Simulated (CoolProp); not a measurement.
Properties of methane at several states (Tc = 190.6 K, pc = 4.599 MPa, ω = 0.011).

Model: reference Helmholtz-energy equation of state, Setzmann 1991, in CoolProp.

```json
[
 {"T (K)": "458.9", "p (MPa)": "0.6", "phase": "gas", "density (kg/m³)": "2.525", "cp (kJ/(kg K))": "2.757", "expansivity (1/kK)": "2.203", "viscosity (µPa s)": "15.9", "Prandtl number": "0.723"},
 {"T (K)": "380.4", "p (MPa)": "7.23", "phase": "supercritical", "density (kg/m³)": "38.01", "cp (kJ/(kg K))": "2.705", "expansivity (1/kK)": "3.208", "viscosity (µPa s)": "14.8", "Prandtl number": "0.787"},
 {"T (K)": "622.8", "p (MPa)": "1.96", "phase": "gas", "density (kg/m³)": "6.049", "cp (kJ/(kg K))": "3.374", "expansivity (1/kK)": "1.624", "viscosity (µPa s)": "20.2", "Prandtl number": "0.723"}
]
```

Viscosity comes from a separate model (Quiñones-Cisneros 2006). Thermal conductivity comes from a separate model (Friend 1989).
